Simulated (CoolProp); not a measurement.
A closed Brayton cycle with dry air: compressor inlet 321.15 K and 1.6 MPa, high pressure 3.62 MPa, turbine inlet 725 K, compressor efficiency 0.85, turbine efficiency 0.93, recuperator effectiveness 0.95 (on enthalpy, no pinch check). Each further row changes one setting.

Computed with CoolProp (reference Helmholtz-energy equation of state, Lemmon 2000). It is a pseudo-pure fit of the blend.

| case | thermal efficiency (%) | net work (kJ/kg) | compressor to turbine work | compressor exit (K) | turbine exit (K) |
|---|---|---|---|---|---|
| as stated | … | 43.1 | 0.70 | 420.5 | 591.5 |
| turbine inlet 675 K | 23.3 | … | 0.75 | 420.5 | 549.4 |
| compressor inlet 331.15 K | 26.1 | … | … | … | 591.5 |
| high pressure 3.08 MPa | 29.9 | 38.9 | 0.67 | … | 615.9 |
| recuperator effectiveness 0.5 | 18.4 | 43.1 | 0.70 | 420.5 | 591.5 |

Q: What belongs in the gaps?

A: 
- as stated, thermal efficiency (%): 28.0
- turbine inlet 675 K, net work (kJ/kg): 33.1
- compressor inlet 331.15 K, net work (kJ/kg): 39.9
- compressor inlet 331.15 K, compressor to turbine work: 0.72
- compressor inlet 331.15 K, compressor exit (K): 433.4
- high pressure 3.08 MPa, compressor exit (K): 399.0
